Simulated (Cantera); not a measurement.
Charge: 1 mol Cu2O, 30 mol H2, 4.8 mol H2O, at 41.0 Pa.

These are equilibrium values from Cantera (NASA tables, ideal gas, pure condensed phases), not measurements of a reactor. Candidate condensed phases: Cu, CuO, Cu(OH)2, Cu2O, H2O; 12 gas species. Rates play no part. All values below are at 1923 K.

Base state: H2 0.752, H2O 0.154, Cu 0.0532, H 0.0403, OH 0.000709, O 2.84e-5 (mole fractions); condensed: gas only.

Problem. What changes in the equilibrium state with this change: pressure from 41.0 Pa to 150000 Pa?

Solution. 
```
species       before     after
----------  --------  --------
H2             0.752     0.832
H2O            0.154     0.166
Cu            0.0532   0.00136
H             0.0403  0.000701
O            2.84e-5   7.60e-9
OH          0.000709   1.21e-5
Cu(l), mol         0      1.95
```
